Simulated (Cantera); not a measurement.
# Thermodynamics of fluorocarbon and chlorocarbon gases, feed CCl4 + Si + H2

Input: 1 mol CCl4, 0.035 mol Si, a varied amount of H2, equilibrated at 1475 K and 0.780 bar.

Equilibrium computed with Cantera from the NASA thermochemical tables; the gas is ideal and each condensed phase is pure. Candidate condensed phases: C, C6H6, C7H8, C8H18, Si, SiC; 109 gas species. The tables' values for SiCl3 are old estimates; treat these amounts as uncertain. The numbers say what is thermodynamically allowed, not how fast it happens.

```
n(H2) (mol)  x HCl     x H2    x Cl2     x Cl  x SiCl4  n C(graphite)
-----------  -----  -------  -------  -------  -------  -------------
1.2          0.749  1.19e-7    0.215   0.0258   0.0109          1.000
1.4          0.823  2.13e-7    0.145   0.0212   0.0103          1.000
1.7          0.922  6.94e-7   0.0558   0.0132  0.00949          1.000
2            0.973   0.0176  2.45e-6  8.73e-5  0.00867          1.000
2.5          0.865    0.127  2.68e-7  2.88e-5  0.00734          1.000
3            0.778    0.215  1.28e-7  2.00e-5  0.00635          0.999
3.6          0.694    0.299  7.35e-8  1.51e-5  0.00543          0.999
4.3          0.617    0.377  4.60e-8  1.20e-5  0.00460          0.998
5.2          0.540    0.455  2.92e-8  9.53e-6  0.00378          0.997
6.3          0.469    0.527  1.90e-8  7.68e-6  0.00305          0.995
```
x: gas mole fraction; n: condensed amount in mol.

From 1.2 mol H2 to 6.3 mol H2 the condensed part is C(graphite). The main Si-bearing gas is SiCl4 throughout.
